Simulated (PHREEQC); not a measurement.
Consider water at 89 °C with 75 mmol/kgw Cu(NO3)2, 10 mmol/kgw HNO3 and 11 mmol/kgw NaCl. Closed to the air; pH follows from the charge balance.

Model: ion-association model, phreeqc.dat, run in PHREEQC.

This is a speciation only: nothing precipitates in the calculation.

Task: Estimate the pH, density.

Result: pH 2.11; density 0.978 g/cm³.

Task: In which forms is Cl present?

Result: Cl- 60 %, CuCl+ 40 % of the Cl.

Species that the database lacks are ignored. At this temperature some constants are extrapolated from 25 °C, and those without enthalpy data are left unchanged.
